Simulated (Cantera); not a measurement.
A Cantera script and what it prints.

```python
import numpy as np
import cantera as ct

gas_names = [...]  # 151 gases of nasa_gas.yaml made of C, H, N, O, Si
cond_names = """
    C(gr) C6H6(L) C7H8(L) C8H18(L),n-octa H2O(s) H2O(L) Si(cr) Si(L) SiC(b) SiO2(Lqz) SiO2(hqz) SiO2(L)
    Si2N2O(s) Si3N4(a)
""".split()


# ... load() reads the species with a 1 bar reference pressure and builds the phases ...
atoms = {
    'Si3N4': {'Si': 3, 'N': 4},
    'CO2': {'C': 1, 'O': 2},
    'H2': {'H': 2},
}
top_T = {'C(gr)': 4500, 'SiC(b)': 3050, 'Si2N2O(s)': 2100, 'Si3N4(a)': 2400}  # K; cautious upper limits of use, not melting points


# ... equilibrate(T, P, feed) seeds the gas with the atoms and calls Mixture.equilibrate('TP', solver="vcs", rtol=1e-11, max_steps=5000) ...
results = []
T = 1448.15  # K
P = 100000  # Pa
for m in [0.023, 0.033, 0.046, 0.064, 0.089, 0.13, 0.18, 0.25, 0.34]:
    feed = {'Si3N4': 1, 'CO2': m, 'H2': 2.7}  # mol
    mix = equilibrate(T, P, feed)
    results.append((T, P, feed, dict(zip(mix.species_names, mix.species_moles))))

top = {s: max(r[3][s] / sum(r[3][g] for g in gas_names) for r in results) for s in gas_names}
cols = sorted((s for s in top if top[s] > 1e-05), key=lambda s: -top[s])[:8]
seen = [c for c in cond_names if any(r[3].get(c, 0) > 1e-12 for r in results)]
print("log10 of partial pressures in bar; condensed amounts in mol")
print(f"{'n(CO2)':>10s}" + "".join(f"{s[:9]:>10s}" for s in cols + seen))
for T, P, feed, n in results:
    ng = sum(n[g] for g in gas_names)
    print(f"{feed['CO2']:10.4g}" + "".join(f"{np.log10(max(n[s] / ng * P / 1e5, 1e-99)):10.3f}" for s in cols)
          + "".join(f"{n.get(c, 0):10.4g}" for c in seen))
```

Output:

```
log10 of partial pressures in bar; condensed amounts in mol
    n(CO2)        H2        N2       CH4       HCN       NH3        CO     C(gr)    SiC(b) Si2N2O(s)  Si3N4(a)
     0.023    -0.005    -1.988    -2.852    -4.502    -5.140    -5.486         0   0.01907   0.04599     0.963
     0.033    -0.007    -1.829    -2.750    -4.317    -5.063    -5.327         0   0.02798   0.06599    0.9467
     0.046    -0.010    -1.683    -2.659    -4.149    -4.995    -5.181         0   0.03973   0.09198    0.9254
     0.064    -0.014    -1.540    -2.571    -3.983    -4.929    -5.038         0   0.05621     0.128    0.8959
     0.089    -0.017    -1.441    -2.512    -3.870    -4.884    -4.939   0.01683   0.06313     0.178    0.8603
      0.13    -0.017    -1.441    -2.512    -3.870    -4.884    -4.939   0.09883   0.02213      0.26    0.8193
      0.18    -0.020    -1.371    -2.518    -3.836    -4.854    -4.915     0.171         0      0.36      0.76
      0.25    -0.028    -1.235    -2.532    -3.772    -4.797    -4.870     0.241         0       0.5    0.6667
      0.34    -0.037    -1.110    -2.550    -3.714    -4.748    -4.829    0.3311         0      0.68    0.5467
```

These are equilibrium values from Cantera (NASA tables, ideal gas, pure condensed phases), not measurements of a reactor. Mutual solubility and eutectic melting of coexisting phases are not modelled.
